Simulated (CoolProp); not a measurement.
Vapour-liquid equilibrium of n-heptane (1) + ethylbenzene (2) at 729 kPa; x and y are mole fractions of (1).

Computed with CoolProp (multi-fluid Helmholtz-energy mixture model, Span 2003 and Zhou 2012; pair parameters Bell 2016).

Give the bubble temperature and the first vapour's composition at x = 0.2, 0.5, 0.65. Is there an azeotrope?

x = 0.2: 487.8 K, y = 0.341; x = 0.5: 473.0 K, y = 0.656; x = 0.65: 467.3 K, y = 0.771. No azeotrope shows between x = 0.05 and 0.95.

The pair parameters rest on a limited set of measurements; away from them the model extrapolates.
